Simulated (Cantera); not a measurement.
A closed system holds: 1 mol BaF2, 0.25 mol O2, 0.41 mol N2, at 2075 K and 4.50 mbar.

These are equilibrium values from Cantera (NASA tables, ideal gas, pure condensed phases), not measurements of a reactor. Candidate condensed phases: Ba, BaF2, BaO; 20 gas species. The numbers say what is thermodynamically allowed, not how fast it happens.

Base state: BaF2 0.599, N2 0.244, O2 0.145, O 0.00661, NO 0.00431, F 0.000582, BaF 0.000581 (mole fractions); condensed: gas only.

Question: What changes in the equilibrium state with this change: pressure from 4.50 mbar to 85.0 Pa?

Answer: 
| species | before | after |
|---|---|---|
| BaF2 | 0.599 | 0.596 |
| N2 | 0.244 | 0.243 |
| O2 | 0.145 | 0.140 |
| O | 0.00661 | 0.0149 |
| F | 0.000582 | 0.00133 |
| BaF | 0.000581 | 0.00133 |
| NO | 0.00431 | 0.00423 |
